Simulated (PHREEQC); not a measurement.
Solution (25 °C): 0.036 mol/kgw HNO3, 0.0004 mol/kgw K2SO4 and 4e-05 mol/kgw CO2. Closed to the air; pH follows from the charge balance.

Computed with PHREEQC (ion-association model, phreeqc.dat).

Each row changes one thing in this solution. No solid was allowed to form.

```csv
case,pH,ionic strength (mol/kgw),HCO3- (mol/kgw)
as made,1.51,0.0367,6.85e-10
diluted 5-fold with water,2.18,0.00739,5.88e-10
CO2 replaced by NaHCO3 at the same molality,1.51,0.0367,6.85e-10
0.001 mol/kgw Cd(NO3)2 added,1.51,0.0396,6.91e-10
diluted 2-fold with water,1.80,0.0184,6.35e-10
temperature from 25 to 30 °C,1.51,0.0367,7.25e-10
diluted 100-fold with water,3.45,0.000372,5.16e-10
K2SO4 from 0.0004 to 0.004 mol/kgw,1.54,0.0430,?
K2SO4 left out,1.51,0.0360,?
```

Q: Some entries are withheld; supply them.

A: 
- K2SO4 from 0.0004 to 0.004 mol/kgw, HCO3- (mol/kgw): 7.43e-10
- K2SO4 left out, HCO3- (mol/kgw): 6.78e-10
